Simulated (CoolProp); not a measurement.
The fluid at 293.15 K and 0.393 MPa is throttled through a valve to 0.125 MPa with no heat exchange. The same conditions are run with several fluids, on thermodynamics alone (safety and materials aside).

The numbers come from the reference Helmholtz-energy equation of state of each fluid (R115: Lemmon 2016; CF4 (R14): Platzer 1990; carbon monoxide: Lemmon 2006; ethane: Bücker 2006; R125: Lemmon 2005) in CoolProp. The equations of Platzer and Polt are older, rougher fits.

```
fluid            temperature change (K)  final density (kg/m³)
---------------  ----------------------  ---------------------
R115                               -4.2                   8.25
CF4 (R14)                          -1.5                    [?]
carbon monoxide                     [?]                    [?]
ethane                             -3.1                   1.57
R125                               -4.2                    [?]
```

Q: Some entries are withheld; supply them.

A: 
- CF4 (R14), final density (kg/m³): 4.56
- carbon monoxide, temperature change (K): -0.7
- carbon monoxide, final density (kg/m³): 1.44
- R125, final density (kg/m³): 6.38
